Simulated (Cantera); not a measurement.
**Iron carbonyl, mercury and lead vapours: Pb + CO + N2 + O2**

Input: 1 mol Pb, 6.1 mol CO, 41 mol N2, 0.14 mol O2, held at 0.240 bar.

Cantera equilibrium calculation (NASA polynomials, part measured and part estimated; ideal gas, pure solids and liquids). Candidate condensed phases: C, Pb, PbO, PbO2, Pb3O4; 27 gas species. Equilibrium is a limit: real reactors are often held back by kinetics, nucleation or transport.

From 848 K to 948 K the condensed part is C(graphite) + Pb(l). From 973 K to 1148 K the condensed part is Pb(l). The main Pb-bearing gas is Pb throughout.

| T (K) | x N2 | x CO | x CO2 | x Pb | x Pb2 | x PbO | n C(graphite) | n Pb(l) |
|---|---|---|---|---|---|---|---|---|
| 848 | 0.893 | 0.0759 | 0.0315 | 1.25e-6 | <1e-12 | <1e-12 | 1.17 | 1.000 |
| 873 | 0.885 | 0.0918 | 0.0230 | 2.65e-6 | <1e-12 | <1e-12 | 0.784 | 1.000 |
| 898 | 0.879 | 0.105 | 0.0157 | 5.40e-6 | 3.09e-12 | <1e-12 | 0.451 | 1.000 |
| 923 | 0.874 | 0.116 | 0.0101 | 1.06e-5 | 9.52e-12 | <1e-12 | 0.196 | 1.000 |
| 948 | 0.871 | 0.123 | 0.00634 | 2.00e-5 | 2.76e-11 | <1e-12 | 0.0186 | 0.999 |
| 973 | 0.870 | 0.124 | 0.00594 | 3.64e-5 | 7.58e-11 | 2.00e-12 | 0 | 0.998 |
| 998 | 0.870 | 0.124 | 0.00594 | 6.45e-5 | 1.97e-10 | 5.77e-12 | 0 | 0.997 |
| 1023 | 0.870 | 0.124 | 0.00594 | 0.000111 | 4.89e-10 | 1.58e-11 | 0 | 0.995 |
| 1048 | 0.870 | 0.124 | 0.00594 | 0.000186 | 1.16e-9 | 4.10e-11 | 0 | 0.991 |
| 1073 | 0.870 | 0.124 | 0.00594 | 0.000305 | 2.64e-9 | 1.02e-10 | 0 | 0.986 |
| 1098 | 0.870 | 0.124 | 0.00594 | 0.000487 | 5.79e-9 | 2.43e-10 | 0 | 0.977 |
| 1123 | 0.870 | 0.123 | 0.00594 | 0.000761 | 1.22e-8 | 5.56e-10 | 0 | 0.964 |
| 1148 | 0.869 | 0.123 | 0.00594 | 0.00117 | 2.50e-8 | 1.23e-9 | 0 | 0.945 |
x: gas mole fraction; n: condensed amount in mol.
